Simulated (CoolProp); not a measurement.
A single-stage vapour-compression cycle with trans-2-butene: evaporating at 260.15 K (dew point), condensing at 309.15 K (bubble point), superheat 5 K, subcooling 5 K, compressor efficiency 0.85, no pressure losses. Each further row changes one setting.

Model: reference Helmholtz-energy equation of state, Lemmon 2005, in CoolProp. It is a short technical equation, of lower accuracy than the large ones.

| case | cooling COP | pressure ratio | discharge temperature (K) | refrigerating effect (kJ/kg) | volumetric capacity (kJ/m³) |
|---|---|---|---|---|---|
| as stated | 3.90 | 5.66 | 324.8 | 326 | 492 |
| evaporating temperature 265.15 K | 4.51 | 4.59 | 322.9 | [?] | 610 |
| condensing temperature 304.15 K | 4.44 | [?] | 319.4 | 337 | 509 |
| subcooling 10 K | [?] | 5.66 | 324.8 | 337 | 509 |
| superheat 15 K | 3.92 | 5.66 | 335.1 | 341 | 494 |
| compressor efficiency 0.75 | 3.44 | 5.66 | [?] | 326 | 492 |

Question: Fill in the missing entries.

Answer: 
- evaporating temperature 265.15 K, refrigerating effect (kJ/kg): 332
- condensing temperature 304.15 K, pressure ratio: 4.88
- subcooling 10 K, cooling COP: 4.04
- compressor efficiency 0.75, discharge temperature (K): 331.0
